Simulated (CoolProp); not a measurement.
Values from CoolProp's reference Helmholtz-energy equation of state, Penoncello 2003.

Question: Give the vapour pressure (kPa), liquid density (kg/m³), liquid cp (kJ/(kg K)), surface tension (mN/m) of saturated CHF3 (R23) at 256.5, 261.7 K.

Answer: 
```
T (K)  p (kPa)  liquid density (kg/m³)  liquid cp (kJ/(kg K))  surface tension (mN/m)
-----  -------  ----------------------  ---------------------  ----------------------
256.5     1550                    1150                   1.55                    5.23
261.7     1810                    1120                   1.62                    4.42
```

Surface tension comes from a separate correlation (Mulero 2012).
